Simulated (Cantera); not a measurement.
# NO annealing gas

An isothermal, constant-pressure homogeneous reactor starts with NO : N₂ = 1 : 0.23 (molar parts), at 1925 K and 240 Torr.

Model: GRI-Mech 3.0 (53 species, 325 reactions), integrated in Cantera.

| t (s) | x NO | x N₂O | x NO₂ | x O | x O₂ |
|---|---|---|---|---|---|
| 0.000100 | 0.813 | 1.36e-5 | 4.11e-6 | 1.01e-5 | 1.62e-7 |
| 0.000228 | 0.813 | 3.02e-5 | 1.54e-5 | 1.78e-5 | 8.12e-7 |
| 0.000521 | 0.813 | 6.44e-5 | 4.65e-5 | 3.02e-5 | 4.67e-6 |
| 0.00119 | 0.813 | 0.000126 | 0.000109 | 5.18e-5 | 3.16e-5 |
| 0.00271 | 0.812 | 0.000210 | 0.000174 | 7.31e-5 | 0.000184 |
| 0.00620 | 0.811 | 0.000270 | 0.000198 | 8.20e-5 | 0.000686 |
| 0.0141 | 0.809 | 0.000281 | 0.000210 | 8.64e-5 | 0.00193 |
| 0.0323 | 0.803 | 0.000276 | 0.000230 | 9.34e-5 | 0.00478 |
| 0.0737 | 0.790 | 0.000264 | 0.000268 | 0.000108 | 0.0112 |
| 0.168 | 0.761 | 0.000242 | 0.000334 | 0.000133 | 0.0257 |
| 0.384 | 0.698 | 0.000198 | 0.000421 | 0.000176 | 0.0570 |
| 0.876 | 0.576 | 0.000130 | 0.000484 | 0.000238 | 0.118 |
| 2.00 | 0.383 | 5.56e-5 | 0.000430 | 0.000310 | 0.214 |
x: mole fraction; the columns are a selection and need not sum to one.

Equilibrium at this temperature and pressure: NO 0.00743, N₂O 2.06e-7, NO₂ 1.14e-5, O 0.000415, O₂ 0.402 (gas phase only).
